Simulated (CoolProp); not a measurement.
C3F8 (R218) along the isobar 0.129 MPa: density (kg/m³) from the reference equation and from simpler models built on Tc = 345.0 K, pc = 2.640 MPa, ω = 0.317; each cubic takes its own stable root.

Values from CoolProp's reference Helmholtz-energy equation of state, Lemmon 2006. It is a short technical equation, of lower accuracy than the large ones.

```
T (K)   phase  reference
-----  ------  ---------
133.1  liquid       1982
153.3  liquid       1910
173.4  liquid       1840
193.6  liquid       1770
213.8  liquid       1697
234    liquid       1621
254.2     gas      12.09
274.4     gas      11.04
294.5     gas      10.20
314.7     gas      9.483
334.9     gas      8.870
355.1     gas      8.336
375.3     gas      7.867
```

Problem. How far does each simpler model (van der Waals, Redlich-Kwong, Soave-Redlich-Kwong, Peng-Robinson) lie from the reference over these 13 states: mean and median of the absolute difference, and the worst?

Solution. 
- van der Waals: mean 32.2 %, median 2.1 %, worst -99.2 % at 234 K and 0.129 MPa
- Redlich-Kwong: mean 11.2 %, median 1.1 %, worst -99.2 % at 234 K and 0.129 MPa
- Soave-Redlich-Kwong: mean 2.9 %, median 0.5 %, worst -8.1 % at 133.1 K and 0.129 MPa
- Peng-Robinson: mean 2.8 %, median 0.3 %, worst +7.2 % at 234 K and 0.129 MPa

At some of these states van der Waals, Redlich-Kwong gives the other phase, because its saturation line lies elsewhere.
